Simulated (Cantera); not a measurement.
What does this Cantera script print?

```python
import numpy as np
import cantera as ct

gas = ct.Solution("gri30.yaml")
gas.TPX = 1473, 1500, {'CH4': 1, 'H2': 15}
reactor = ct.IdealGasConstPressureReactor(gas, energy="off", clone=False)
net = ct.ReactorNet([reactor])
net.rtol, net.atol = 1e-08, 1e-18
show = ['CH4', 'H2', 'C2H2', 'C2H', 'H']
times = np.geomspace(2e-05, 20, 9)

steps = ct.SolutionArray(gas, extra=["t"])
rows = []
print(f"{'t/s':>10s}{'T/K':>9s}{'P/Pa':>11s}" + "".join(f"{s:>11s}" for s in show))
for t in times:
    while net.time < t:
        t_next = net.step()
        steps.append(gas.state, t=t_next)
    rows.append([np.interp(t, steps.t, y) for y in (steps.T, steps.P, *steps(*show).X.T)])
    print(f"{t:10.3e}{rows[-1][0]:9.1f}{rows[-1][1]:11.4g}" + "".join(f"{x:11.3e}" for x in rows[-1][2:]))
rate = np.gradient(steps.T, steps.t)
print("integrator steps:", len(steps.t))
if steps.T.max() > steps.T[0] + 200:
    print(f"time of steepest temperature rise: {steps.t[rate.argmax()]:.4e} s")
gas.TPX = 1473, 1500, {'CH4': 1, 'H2': 15}
gas.equilibrate("TP")
print(f"equilibrium (TP): T = {gas.T:.1f} K  " + "  ".join(f"{s} {gas[s].X[0]:.3e}" for s in show))
```

Result:

```
       t/s      T/K       P/Pa        CH4         H2       C2H2        C2H          H
 2.000e-05   1473.0       1500  6.250e-02  9.375e-01  7.996e-24  8.214e-35  6.645e-09
 1.125e-04   1473.0       1500  6.250e-02  9.375e-01  2.617e-20  1.513e-30  3.471e-08
 6.325e-04   1473.0       1500  6.250e-02  9.375e-01  5.874e-17  1.868e-26  1.876e-07
 3.557e-03   1473.0       1500  6.250e-02  9.375e-01  7.573e-14  1.343e-22  1.047e-06
 2.000e-02   1473.0       1500  6.249e-02  9.375e-01  1.041e-10  1.035e-18  5.862e-06
 1.125e-01   1473.0       1500  6.245e-02  9.375e-01  2.516e-07  1.326e-14  3.112e-05
 6.325e-01   1473.0       1500  6.194e-02  9.377e-01  1.409e-04  1.690e-11  7.087e-05
 3.557e+00   1473.0       1500  5.875e-02  9.394e-01  1.639e-03  2.000e-10  7.221e-05
 2.000e+01   1473.0       1500  4.488e-02  9.467e-01  8.167e-03  1.053e-09  7.686e-05
integrator steps: 407
equilibrium (TP): T = 1473.0 K  CH4 2.726e-03  H2 9.690e-01  C2H2 2.798e-02  C2H 4.692e-09  H 1.024e-04
```

Model: GRI-Mech 3.0 (53 species, 325 reactions), integrated in Cantera. GRI-Mech 3.0 stops at C3 and has no aromatics, soot or wall deposition, so with more carbon than oxygen in the feed, carbon stays in small species such as C2H2 where larger ones or solid carbon would form. Radical loss at walls, strong at low pressure, is not modelled.
